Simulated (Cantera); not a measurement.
Feed: 1 mol B2H6, 0.12 mol O2, 1 mol NH3, held at 0.133 bar.

Method: chemical equilibrium by Gibbs-energy minimisation in Cantera with the NASA 1993 tables (ideal gas, pure condensed phases). Candidate condensed phases: B, BN, B2O3, B3O3H3, H2O; 39 gas species. The feed counts by its element totals alone. Mutual solubility and eutectic melting of coexisting phases are not modelled. Kinetics and transport are ignored. All values below are at 825 °C.

Base state: H2 0.998, B3O3H3 0.00239, HBO 2.35e-5 (mole fractions); condensed: B(s) + BN(s) + B2O3(l).

### Question
What changes in the equilibrium state with this change: NH3 from 1 to 16 mol?

### Answer
```
species        before    after
------------  -------  -------
H2              0.998    0.791
N2              <1e-9    0.207
H2O           1.22e-7  0.00223
B3O3H3        0.00239    <1e-9
HBO2          1.61e-7  2.18e-5
NH3             <1e-9  1.37e-5
HBO           2.35e-5  1.37e-7
B(s), mol       0.829        0
BN(s), mol       1.00     1.89
B2O3(l), mol   0.0692   0.0542
```
Gases not in the tables: H3BO3.
